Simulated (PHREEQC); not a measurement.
Make-up at 25 °C: 100 mmol/kgw Na2S. Closed to the air; pH follows from the charge balance.

Model: ion-association model, phreeqc.dat, run in PHREEQC.

This is a speciation only: nothing precipitates in the calculation.

Question: Estimate the pH, specific conductance, activity of water.

Answer: pH 12.53; specific conductance 21000 µS/cm; activity of water 0.994.

Complexes and solids missing from the database can't appear. With this much S-2 the pH rests on the database's HS-/S-2 constant; if that pK is higher, the solution is more alkaline. The database's pK near 12.9 for HS-/S-2 is now thought far too low, so its S-2 is overstated.
